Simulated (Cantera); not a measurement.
A freely propagating, adiabatic, planar premixed flame of H2 : O2 : N2 = 1 : 0.735 : 2.76 (molar parts), unburnt at 575 K and 101000 Pa; multicomponent transport, grid criteria slope 0.08 and curve 0.16, no radiation.

Computed with Cantera and the H2/O2 subset of GRI-Mech 3.0, which has no nitrogen chemistry. Burning velocities carry a grid error of a few per cent, more on coarse grids. Lean hydrogen flames are cellular in practice and burn faster than this planar one.

x: mole fraction of selected species; z is measured from the peak of heat release.

```tsv
z (mm)	T (K)	u (m/s)	x H2	x O2	x H2O	x HO2	x O	x H2O2
-1.26	575	4.61	0.222	0.164	<1e-8	<1e-8	<1e-8	<1e-8
-0.839	575	4.61	0.222	0.164	<1e-8	<1e-8	<1e-8	<1e-8
-0.629	575	4.61	0.222	0.164	4.33e-8	(withheld)	<1e-8	<1e-8
-0.419	575	4.61	0.222	0.164	1.81e-6	(withheld)	1.18e-8	1.02e-8
-0.210	603	4.78	0.212	0.165	0.00170	(withheld)	1.16e-5	9.35e-6
-0.105	826	6.37	0.174	0.159	0.0244	(withheld)	0.000386	2.14e-5
0	1214	9.10	0.0934	0.125	0.0989	(withheld)	0.00492	7.85e-6
0.105	1495	11.1	0.0358	0.0825	0.171	(withheld)	0.0114	4.02e-6
0.210	1643	12.1	0.0211	0.0684	0.195	(withheld)	0.0129	2.22e-6
0.419	1795	13.2	0.0163	0.0632	0.208	(withheld)	0.0109	1.12e-6
0.839	1934	14.0	0.0123	0.0606	0.219	(withheld)	0.00768	6.20e-7
1.68	2048	14.8	0.00776	0.0591	0.229	(withheld)	0.00458	3.84e-7
3.35	2124	15.2	0.00408	0.0586	0.237	(withheld)	0.00233	2.59e-7
```

### Question
Complete the blanks.

### Answer

- -0.629, x HO2: 2.23e-8
- -0.419, x HO2: 1.21e-6
- -0.210, x HO2: 0.000275
- -0.105, x HO2: 0.000214
- 0, x HO2: 0.000105
- 0.105, x HO2: 5.75e-5
- 0.210, x HO2: 3.99e-5
- 0.419, x HO2: 2.76e-5
- 0.839, x HO2: 1.78e-5
- 1.68, x HO2: 1.03e-5
- 3.35, x HO2: 5.83e-6
